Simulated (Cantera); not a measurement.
What does this Cantera script print?

```python
import numpy as np
import cantera as ct

gas_names = """
    N NO NO2 NO3 N2 N2O O O2 O3 Si SiN SiO SiO2 Si2 Si2N Si3
""".split()
cond_names = """
    Si(cr) Si(L) SiO2(Lqz) SiO2(hqz) SiO2(L) Si2N2O(s) Si3N4(a)
""".split()


# ... load() reads the species with a 1 bar reference pressure and builds the phases ...
atoms = {
    'Si': {'Si': 1},
    'O2': {'O': 2},
    'N2': {'N': 2},
}
top_T = {'Si2N2O(s)': 2100, 'Si3N4(a)': 2400}  # K; cautious upper limits of use, not melting points


# ... equilibrate(T, P, feed) seeds the gas with the atoms and calls Mixture.equilibrate('TP', solver="vcs", rtol=1e-11, max_steps=5000) ...
results = []
feed = {'Si': 1, 'O2': 0.0079, 'N2': 14}  # mol
P = 10000  # Pa
for T in [1100, 1200, 1300, 1400, 1500, 1600, 1700, 1800, 1900]:
    mix = equilibrate(T, P, feed)
    results.append((T, P, feed, dict(zip(mix.species_names, mix.species_moles))))
    x = sorted(zip(gas.X, gas.species_names), reverse=True)
    print(f"T = {T:g} K  P = {P:g} Pa  gas = {mix.phase_moles(0):.4g} mol")
    print("   x: " + "  ".join(f"{s} {v:.3e}" for v, s in x if v > 0.0001))
    print("   condensed (mol): " + ("  ".join(f"{mix.phase(i).name} {mix.phase_moles(i):.4g}"
          for i in range(1, mix.n_phases) if mix.phase_moles(i) > 1e-12) or "none"))
```

It prints:

```
T = 1100 K  P = 10000 Pa  gas = 13.34 mol
   x: N2 1.000e+00
   condensed (mol): Si2N2O(s) 0.0158  Si3N4(a) 0.3228
T = 1200 K  P = 10000 Pa  gas = 13.34 mol
   x: N2 1.000e+00
   condensed (mol): Si2N2O(s) 0.0158  Si3N4(a) 0.3228
T = 1300 K  P = 10000 Pa  gas = 13.34 mol
   x: N2 1.000e+00
   condensed (mol): Si2N2O(s) 0.0158  Si3N4(a) 0.3228
T = 1400 K  P = 10000 Pa  gas = 13.34 mol
   x: N2 1.000e+00
   condensed (mol): Si2N2O(s) 0.0158  Si3N4(a) 0.3228
T = 1500 K  P = 10000 Pa  gas = 13.34 mol
   x: N2 1.000e+00
   condensed (mol): Si2N2O(s) 0.01579  Si3N4(a) 0.3228
T = 1600 K  P = 10000 Pa  gas = 13.34 mol
   x: N2 1.000e+00
   condensed (mol): Si2N2O(s) 0.01564  Si3N4(a) 0.3229
T = 1700 K  P = 10000 Pa  gas = 13.34 mol
   x: N2 9.998e-01  SiO 1.538e-04
   condensed (mol): Si2N2O(s) 0.01375  Si3N4(a) 0.3235
T = 1800 K  P = 10000 Pa  gas = 13.36 mol
   x: N2 9.988e-01  SiO 1.183e-03
   condensed (mol): Si3N4(a) 0.328
T = 1900 K  P = 10000 Pa  gas = 13.36 mol
   x: N2 9.987e-01  SiO 1.183e-03
   condensed (mol): Si3N4(a) 0.3277
```

Cantera equilibrium calculation (NASA polynomials, part measured and part estimated; ideal gas, pure solids and liquids). N2 is the only nitrogen source here; it is nearly inert below about 1500 K, so the nitride shown seldom forms there in practice. Mutual solubility and eutectic melting of coexisting phases are not modelled.
